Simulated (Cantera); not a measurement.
Charge: 1 mol C3H6, 3.3 mol CO2, 0.75 mol H2, at 0.220 bar.

Cantera equilibrium calculation (NASA polynomials, part measured and part estimated; ideal gas, pure solids and liquids). Candidate condensed phases: C, C6H6, C7H8, C8H18, H2O; 131 gas species. Ions and electrons are included (thermal ionisation). Kinetics and transport are ignored. All values below are at 1727 °C.

Base state: CO 0.618, H2 0.350, H2O 0.0215, CO2 0.00829, H 0.00205, OH 1.26e-5 (mole fractions); condensed: gas only.

### Question
What changes in the equilibrium state with this change: pressure from 0.220 bar to 1.00 bar?

### Answer
```csv
species,before,after
CO,0.618,0.618
H2,0.350,0.351
H2O,0.0215,0.0215
H,0.00205,0.000963
OH,1.26e-5,5.91e-6
CO2,0.00829,0.00828
```
